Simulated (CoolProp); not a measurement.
Vapour-liquid equilibrium of toluene (1) + o-xylene (2) at 472.8 K; x and y are mole fractions of (1).

Values from CoolProp's multi-fluid Helmholtz-energy mixture model, Lemmon 2006 and Zhou 2012; pair parameters Bell 2016.

| x | bubble pressure, mixture model (MPa) | bubble pressure, Raoult's law (MPa) | y, mixture model | y, Raoult's law |
|---|---|---|---|---|
| 0.05 | 0.3774 | 0.3792 | 0.089 | 0.098 |
| 0.15 | 0.4136 | 0.4178 | 0.248 | 0.268 |
| 0.25 | 0.4511 | 0.4563 | 0.385 | 0.408 |
| 0.35 | 0.4895 | 0.4949 | 0.503 | 0.527 |
| 0.45 | 0.5284 | 0.5334 | 0.606 | 0.629 |
| 0.55 | 0.5675 | 0.5720 | 0.696 | 0.717 |
| 0.65 | 0.6068 | 0.6106 | 0.775 | 0.794 |
| 0.75 | 0.6462 | 0.6491 | 0.847 | 0.861 |
| 0.85 | 0.6857 | 0.6877 | 0.911 | 0.921 |
| 0.95 | 0.7255 | 0.7262 | 0.971 | 0.975 |

The largest gap from Raoult's law is -1.1 % in bubble pressure, at x = 0.25. No azeotrope shows between x = 0.05 and 0.95.

Pair parameters are fitted to limited data, so mixtures are less certain than the pure fluids.
